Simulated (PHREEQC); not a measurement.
# Copper plating or etch bath (model solution)

Solution (40 °C): 0.23 mol/kgw Cu(NO3)2 and 4.2e-05 mol/kgw KCl. Closed to the air; pH follows from the charge balance.

The numbers come from PHREEQC with the ion-association model, phreeqc.dat.

| Property | Value |
|---|---|
| pH | 3.88 |
| ionic strength | 0.690 mol/kgw |
| activity of water | 0.988 |
| specific conductance | 45600 µS/cm |
| density | 1.026 g/cm³ |

| species | molality | activity | log γ |
|---|---|---|---|
| NO3- | 0.460 | 0.266 | -0.239 |
| Cu+2 | 0.230 | 0.0506 | -0.657 |
| H+ | 0.000176 | 0.000132 | -0.125 |
| Cu2(OH)2+2 | 8.51e-5 | 2.59e-5 | -0.517 |
| K+ | 4.20e-5 | 2.58e-5 | -0.212 |
| Cl- | 3.30e-5 | 2.05e-5 | -0.206 |
| CuCl+ | 9.05e-6 | 5.62e-6 | -0.207 |
| CuOH+ | 6.10e-6 | 3.78e-6 | -0.207 |
| Cu(OH)2 | 5.04e-8 | 5.91e-8 | 0.069 |

This is a speciation only: nothing precipitates in the calculation. Away from 25 °C the constants follow the database's enthalpies or fits; those with neither stay at their 25 °C values.
